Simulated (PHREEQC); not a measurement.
**Brine (model solution)**

Consider water at 25 °C with 3.2 mol LiBr and 0.42 mol K2SO4 per kg of water. Closed to the air; pH follows from the charge balance.

The numbers come from PHREEQC with the Pitzer model, pitzer.dat.

Each row changes one thing in this solution. This is a speciation only: nothing precipitates in the calculation.

```json
[
 {"case": "as made", "HSO4- (mol/kgw)": "3.81e-7", "SI of Arcanite (K2SO4)": "-0.47", "SI of Misenite (K8H6(SO4)7)": "-46.86"},
 {"case": "LiBr from 3.2 to 4.8 mol/kgw", "HSO4- (mol/kgw)": "4.32e-7", "SI of Arcanite (K2SO4)": "-0.35", "SI of Misenite (K8H6(SO4)7)": "-46.30"},
 {"case": "diluted 5-fold with water", "HSO4- (mol/kgw)": "1.38e-7", "SI of Arcanite (K2SO4)": "-2.14", "SI of Misenite (K8H6(SO4)7)": "-54.02"},
 {"case": "diluted 10-fold with water", "HSO4- (mol/kgw)": "(withheld)", "SI of Arcanite (K2SO4)": "(withheld)", "SI of Misenite (K8H6(SO4)7)": "-56.94"},
 {"case": "diluted 100-fold with water", "HSO4- (mol/kgw)": "(withheld)", "SI of Arcanite (K2SO4)": "-5.17", "SI of Misenite (K8H6(SO4)7)": "(withheld)"},
 {"case": "K2SO4 from 0.42 to 0.378 mol/kgw", "HSO4- (mol/kgw)": "(withheld)", "SI of Arcanite (K2SO4)": "-0.59", "SI of Misenite (K8H6(SO4)7)": "-47.33"}
]
```

Q: What belongs in the gaps?

A: 
- diluted 10-fold with water, HSO4- (mol/kgw): 9.20e-8
- diluted 10-fold with water, SI of Arcanite (K2SO4): -2.80
- diluted 100-fold with water, HSO4- (mol/kgw): 2.06e-8
- diluted 100-fold with water, SI of Misenite (K8H6(SO4)7): -67.75
- K2SO4 from 0.42 to 0.378 mol/kgw, HSO4- (mol/kgw): 3.64e-7

Complexes and solids missing from the database can't appear.
